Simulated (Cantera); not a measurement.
Mixture: CH4 : CO : O2 : N2 = 1 : 0.055 : 1.56 : 5.86 (molar parts), at 4.93 atm, adiabatic and at constant pressure. Ignition delay is the time to a rise of 400 K.

Computed with Cantera and GRI-Mech 3.0 (53 species, 325 reactions).

Task: What does this change do: pressure from 4.93 atm to 17.8 atm?

Result: 
| quantity | before | after |
|---|---|---|
| delay at 1150 K | 24.5 ms | 5.86 ms |
| delay at 1200 K | 12.4 ms | 3.07 ms |
| delay at 1250 K | 6.50 ms | 1.69 ms |
| delay at 1300 K | 3.51 ms | 0.957 ms |
| delay at 1350 K | 1.95 ms | 0.559 ms |
| delay at 1400 K | 1.11 ms | 0.334 ms |
| apparent activation energy between 1300 and 1400 K | 170 kJ/mol | 160 kJ/mol |
The pressure lies above the range GRI-Mech 3.0 was tuned for (to about 10 atm).

Task: What does this change do: constant volume in place of constant pressure?

Result: 
```tsv
quantity	before	after
delay at 1150 K	24.5 ms	23.3 ms
delay at 1200 K	12.4 ms	11.7 ms
delay at 1250 K	6.50 ms	6.11 ms
delay at 1300 K	3.51 ms	3.29 ms
delay at 1350 K	1.95 ms	1.82 ms
delay at 1400 K	1.11 ms	1.03 ms
apparent activation energy between 1300 and 1400 K	170 kJ/mol	180 kJ/mol
```
